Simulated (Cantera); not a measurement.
Feed: 1 mol HgO, 3.7 mol H2, 0.1 mol N2, held at 802 °C and 35.0 Pa.

These are equilibrium values from Cantera (NASA tables, ideal gas, pure condensed phases), not measurements of a reactor. Candidate condensed phases: H2O, Hg, HgO; 25 gas species. Rates play no part.

Base state: H2 0.562, H2O 0.208, Hg 0.208, N2 0.0208 (mole fractions); condensed: gas only.

What changes in the equilibrium state with this change: H2 from 3.7 to 0.13 mol?


| species | before | after |
|---|---|---|
| Hg | 0.208 | 0.601 |
| O2 | <1e-9 | 0.261 |
| H2O | 0.208 | 0.0781 |
| H2 | 0.562 | 5.72e-9 |
| N2 | 0.0208 | 0.0600 |
| NO | <1e-9 | 2.07e-5 |
